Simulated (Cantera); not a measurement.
A freely propagating, adiabatic, planar premixed flame of CH4 : O2 : N2 : H2 = 1 : 1.54 : 5.78 : 0.41 (molar parts), equivalence ratio 1.4, unburnt at 498 K and 1.28 atm; mixture-averaged transport, grid criteria slope 0.08 and curve 0.16, no radiation.

Computed with Cantera and GRI-Mech 3.0 (53 species, 325 reactions). Burning velocities carry a grid error of a few per cent, more on coarse grids.

Problem. Predict: laminar burning velocity; thermal thickness; peak x(C2H); peak x(H); peak x(OH).

Solution. 
| Quantity | Result |
|---|---|
| laminar burning velocity | 52.0 cm/s |
| thermal thickness | 0.441 mm |
| peak x(C2H) | 1.57e-6 |
| peak x(H) | 0.00487 |
| peak x(OH) | 0.00154 |
